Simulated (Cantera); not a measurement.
An isothermal, constant-pressure homogeneous reactor starts with 4.00 % CH4, 95.3 % H2, 0.191 % N2, 0.486 % H2O, at 1423 K and 3500 Pa.

Cantera simulation using GRI-Mech 3.0 (53 species, 325 reactions); the numbers are that mechanism's predictions, not measurements. GRI-Mech 3.0 stops at C3 and has no aromatics, soot or wall deposition, so with more carbon than oxygen in the feed, carbon stays in small species such as C2H2 where larger ones or solid carbon would form. Radical loss at walls, strong at low pressure, is not modelled.

x: mole fraction; the columns are a selection and need not sum to one.

```csv
t (s),x CH4,x H2,x C2H2,x H,x CH2,x C2H4
0.000500,0.0400,0.953,<1e-12,9.12e-8,<1e-12,<1e-12
0.00112,0.0400,0.953,<1e-12,2.05e-7,<1e-12,<1e-12
0.00251,0.0400,0.953,<1e-12,4.59e-7,<1e-12,9.85e-12
0.00562,0.0400,0.953,<1e-12,1.03e-6,<1e-12,1.12e-10
0.0126,0.0400,0.953,3.53e-12,2.30e-6,3.47e-12,1.28e-9
0.0282,0.0400,0.953,1.25e-10,5.10e-6,1.71e-11,1.54e-8
0.0631,0.0400,0.953,…,1.09e-5,7.83e-11,2.00e-7
0.141,0.0400,0.953,…,2.05e-5,2.75e-10,2.28e-6
0.317,0.0400,0.953,…,2.74e-5,4.87e-10,1.18e-5
0.710,0.0399,0.953,…,2.82e-5,5.15e-10,2.25e-5
1.59,0.0397,0.953,…,2.82e-5,5.14e-10,2.64e-5
3.56,0.0393,0.954,…,2.83e-5,5.10e-10,3.03e-5
7.97,0.0383,0.954,…,2.84e-5,5.03e-10,3.88e-5
17.9,0.0363,0.955,…,2.87e-5,4.86e-10,5.65e-5
40.0,0.0325,0.957,…,2.93e-5,4.53e-10,9.12e-5
```

Question: Some entries are withheld; supply them.

Answer: 
- 0.0631, x C2H2: 5.50e-9
- 0.141, x C2H2: 2.45e-7
- 0.317, x C2H2: 5.21e-6
- 0.710, x C2H2: 3.64e-5
- 1.59, x C2H2: 0.000127
- 3.56, x C2H2: 0.000331
- 7.97, x C2H2: 0.000776
- 17.9, x C2H2: 0.00171
- 40.0, x C2H2: 0.00351
